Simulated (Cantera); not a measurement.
Mixture: CH₄ : O₂ : N₂ = 1 : 1.43 : 5.86 (molar parts), at 54000 Pa, adiabatic and at constant volume. Ignition delay is the time to a rise of 400 K.

Model: GRI-Mech 3.0 (53 species, 325 reactions), integrated in Cantera.

Task: What does this change do: pressure from 54000 Pa to 110000 Pa?

Result: 
| quantity | before | after |
|---|---|---|
| delay at 1075 K | 0.684 s | 0.352 s |
| delay at 1275 K | 32.2 ms | 18.4 ms |
| delay at 1475 K | 2.79 ms | 1.65 ms |
| delay at 1675 K | 0.465 ms | 0.255 ms |
| delay at 1875 K | 0.128 ms | 66.0 µs |
| apparent activation energy between 1775 and 1975 K | 160 kJ/mol | 170 kJ/mol |

Task: What does this change do: N2 5.86 to 9.7 parts?

Result: 
```tsv
quantity	before	after
delay at 1075 K	0.684 s	1.12 s
delay at 1275 K	32.2 ms	52.9 ms
delay at 1475 K	2.79 ms	4.34 ms
delay at 1675 K	0.465 ms	0.672 ms
delay at 1875 K	0.128 ms	0.178 ms
apparent activation energy between 1775 and 1975 K	160 kJ/mol	170 kJ/mol
```
